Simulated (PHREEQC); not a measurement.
Consider water at 25 °C with 30 mmol/kgw NaHSO4, 32 mmol/kgw Na2SO4 and 150 mmol/kgw NaCl. Closed to the air; pH follows from the charge balance.

Model: ion-association model, wateq4f.dat, run in PHREEQC.

No solid was allowed to form.

Problem. Estimate the pH, activity of water, ionic strength.

Solution. pH 1.93; activity of water 0.992; ionic strength 0.284 mol/kgw.

Problem. In which forms is Na present?

Solution. Na+ 96 %, NaSO4- 4.4 % of the Na.

Species that the database lacks are ignored.
